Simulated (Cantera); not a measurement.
Input (Python, Cantera) and output of one run.

```python
import numpy as np
import cantera as ct

gas_names = [...]  # 136 gases of nasa_gas.yaml made of C, H, N, O
cond_names = """
    C(gr) C6H6(L) C7H8(L) C8H18(L),n-octa H2O(s) H2O(L)
""".split()


# ... load() reads the species with a 1 bar reference pressure and builds the phases ...
atoms = {
    'acetone': {'C': 3, 'H': 6, 'O': 1},
    'NH3': {'N': 1, 'H': 3},
    'H2': {'H': 2},
}
top_T = {'C(gr)': 4500}  # K; cautious upper limits of use, not melting points


# ... equilibrate(T, P, feed) seeds the gas with the atoms and calls Mixture.equilibrate('TP', solver="vcs", rtol=1e-11, max_steps=5000) ...
results = []
feed = {'acetone': 1, 'NH3': 0.4, 'H2': 16}  # mol
T = 998.15  # K
P = 1000  # Pa
mix = equilibrate(T, P, feed)
results.append((T, P, feed, dict(zip(mix.species_names, mix.species_moles))))
print(gas.report(threshold=0.0001))
for i in range(1, mix.n_phases):
    print(f"{mix.phase(i).name:16s} {mix.phase_moles(i):12.5e} mol")
```

It prints:

```
       temperature   998.15 K
          pressure   1000 Pa
           density   0.00042504 kg/m^3
  mean mol. weight   3.5274 kg/kmol
   phase of matter   gas

                          1 kg             1 kmol
                     ---------------   ---------------
          enthalpy        4.3352e+06        1.5292e+07  J
   internal energy        1.9825e+06        6.9931e+06  J
           entropy             59687        2.1054e+05  J/K
    Gibbs function       -5.5242e+07       -1.9486e+08  J
 heat capacity c_p            8609.8             30371  J/K
 heat capacity c_v            6252.7             22056  J/K

                      mass frac. Y      mole frac. X     chem. pot. / RT
                     ---------------   ---------------   ---------------
               CH4         0.0039259         0.0008632           -45.853
                CO           0.38049          0.047917           -46.557
                H2           0.53803            0.9414           -22.166
               H2O         0.0009385        0.00018376           -67.204
                N2           0.07644         0.0096251           -34.105
     [ +131 minor]         0.0001751        1.4567e-05

C(gr)             1.98615e+00 mol
```

Equilibrium computed with Cantera from the NASA thermochemical tables; the gas is ideal and each condensed phase is pure. The feed counts by its element totals alone.
